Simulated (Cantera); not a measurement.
## Hydrocarbon pyrolysis for carbon deposition

An isothermal, constant-pressure homogeneous reactor starts with 1.45 % C₃H₈, 98.6 % H₂, at 1400 K and 0.000310 bar.

Computed with Cantera and GRI-Mech 3.0 (53 species, 325 reactions). GRI-Mech 3.0 was tuned for natural gas; its chemistry of propane as a main component is partial and can be far from experiment. GRI-Mech 3.0 stops at C3 and has no aromatics, soot or wall deposition, so with more carbon than oxygen in the feed, carbon stays in small species such as C2H2 where larger ones or solid carbon would form. Radical loss at walls, strong at low pressure, is not modelled.

```json
[
 {"t (s)": "0.000300", "x C₃H₈": "0.0145", "x H₂": "0.985", "x C₂H": "<1e-12", "x CH₂": "1.82e-12", "x CH₃": "2.31e-5", "x C₂H₄": "1.37e-6"},
 {"t (s)": "0.00115", "x C₃H₈": "0.0144", "x H₂": "0.985", "x C₂H": "<1e-12", "x CH₂": "1.53e-10", "x CH₃": "8.45e-5", "x C₂H₄": "2.08e-5"},
 {"t (s)": "0.00438", "x C₃H₈": "0.0140", "x H₂": "0.985", "x C₂H": "<1e-12", "x CH₂": "1.30e-8", "x CH₃": "0.000365", "x C₂H₄": "0.000296"},
 {"t (s)": "0.0168", "x C₃H₈": "0.0109", "x H₂": "0.981", "x C₂H": "9.43e-12", "x CH₂": "4.64e-7", "x CH₃": "0.00149", "x C₂H₄": "0.00295"},
 {"t (s)": "0.0641", "x C₃H₈": "0.000540", "x H₂": "0.968", "x C₂H": "3.23e-9", "x CH₂": "1.28e-6", "x CH₃": "0.00113", "x C₂H₄": "0.0111"},
 {"t (s)": "0.245", "x C₃H₈": "1.95e-8", "x H₂": "0.969", "x C₂H": "6.42e-9", "x CH₂": "2.74e-7", "x CH₃": "0.000399", "x C₂H₄": "0.00741"},
 {"t (s)": "0.936", "x C₃H₈": "3.12e-11", "x H₂": "0.970", "x C₂H": "4.42e-9", "x CH₂": "5.47e-8", "x CH₃": "0.000167", "x C₂H₄": "0.00387"},
 {"t (s)": "3.58", "x C₃H₈": "7.44e-12", "x H₂": "0.970", "x C₂H": "2.88e-9", "x CH₂": "1.47e-8", "x CH₃": "8.46e-5", "x C₂H₄": "0.00129"},
 {"t (s)": "13.7", "x C₃H₈": "3.27e-12", "x H₂": "0.970", "x C₂H": "2.32e-9", "x CH₂": "7.95e-9", "x CH₃": "6.16e-5", "x C₂H₄": "0.000107"},
 {"t (s)": "52.3", "x C₃H₈": "3.01e-12", "x H₂": "0.970", "x C₂H": "2.32e-9", "x CH₂": "7.64e-9", "x CH₃": "6.00e-5", "x C₂H₄": "1.40e-5"},
 {"t (s)": "200", "x C₃H₈": "2.78e-12", "x H₂": "0.971", "x C₂H": "2.45e-9", "x CH₂": "7.69e-9", "x CH₃": "5.88e-5", "x C₂H₄": "1.33e-5"}
]
```
x: mole fraction; the columns are a selection and need not sum to one.

Equilibrium at this temperature and pressure: C₃H₈ <1e-12, H₂ 0.979, C₂H 5.65e-9, CH₂ 1.33e-10, CH₃ 6.55e-7, C₂H₄ 5.19e-6 (gas phase only).
